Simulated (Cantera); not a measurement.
Charge: 1 mol Si2Cl6, 280 mol H2, at 74.3 Torr.

Points: T (K) = 850, 900, 950, 1000, 1050, 1100, 1150, 1200, 1250, 1300, 1350, 1400, 1450, 1500.

Cantera's Mixture.equilibrate('TP', solver="vcs", rtol=1e-11, max_steps=5000) on the NASA tables stopped like this:

```
ERROR: FAILURE its = 5001!

*******************************************************************************
CanteraError thrown by MultiPhase::equilibrate:
VCS solver failed. Return code: -1
*******************************************************************************
```

Task: What got this run through?

Result: One answer among several that fit: The failure is numerical, not chemical. The same input converged with solver="gibbs", rtol=1e-10, max_steps=50000, and the result passed a check of the equilibrium conditions:
```
log10 of partial pressures in bar; condensed amounts in mol
       T/K        H2       HCL     SiCL4    SiHCL3     SiCL2    Si(cr)
       850    -1.008    -3.709    -3.540    -3.619    -6.334    0.4409
       900    -1.008    -3.475    -3.575    -3.655    -5.810    0.5506
       950    -1.009    -3.274    -3.634    -3.707    -5.355    0.7038
      1000    -1.010    -3.104    -3.728    -3.786    -4.968    0.8989
      1050    -1.011    -2.966    -3.873    -3.902    -4.649     1.121
      1100    -1.011    -2.861    -4.089    -4.071    -4.402     1.338
      1150    -1.012    -2.793    -4.392    -4.304    -4.230     1.509
      1200    -1.013    -2.755    -4.770    -4.593    -4.124     1.614
      1250    -1.013    -2.738    -5.187    -4.911    -4.061     1.663
      1300    -1.013    -2.731    -5.607    -5.231    -4.022     1.681
      1350    -1.013    -2.729    -6.013    -5.539    -3.995     1.683
      1400    -1.013    -2.728    -6.396    -5.831    -3.974     1.679
      1450    -1.013    -2.729    -6.756    -6.104    -3.956     1.672
      1500    -1.013    -2.730    -7.093    -6.361    -3.940     1.664
```

The gas is ideal and each condensed phase is pure. The feed counts by its element totals alone. The tables' values for SiCl3 are old estimates; treat these amounts as uncertain.
